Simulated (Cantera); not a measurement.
An isothermal, constant-pressure homogeneous reactor starts with 8.33 % CH4, 91.7 % N2, at 1750 K and 1330 Pa.

Computed with Cantera and GRI-Mech 3.0 (53 species, 325 reactions). GRI-Mech 3.0 stops at C3 and has no aromatics, soot or wall deposition, so with more carbon than oxygen in the feed, carbon stays in small species such as C2H2 where larger ones or solid carbon would form. Radical loss at walls, strong at low pressure, is not modelled.

**Question.** Predict: x(CH4) at 200 s; x(CH3) at 200 s; x(C2H2) at 200 s; x(C2H4) at 200 s; x(HCN) at 200 s; x(CH2) at 200 s; x(H2) at 200 s.

**Answer.** 
```
Item                                               Result
----------------  ---------------------------------------
x(CH4) at 200 s   5.48e-6 (gas-phase equilibrium 4.53e-6)
x(CH3) at 200 s   6.63e-7 (gas-phase equilibrium 5.48e-7)
x(C2H2) at 200 s    0.0384 (gas-phase equilibrium 0.0106)
x(C2H4) at 200 s  1.95e-6 (gas-phase equilibrium 5.40e-7)
x(HCN) at 200 s    7.10e-5 (gas-phase equilibrium 0.0556)
x(CH2) at 200 s   4.28e-9 (gas-phase equilibrium 3.54e-9)
x(H2) at 200 s        0.115 (gas-phase equilibrium 0.115)
```
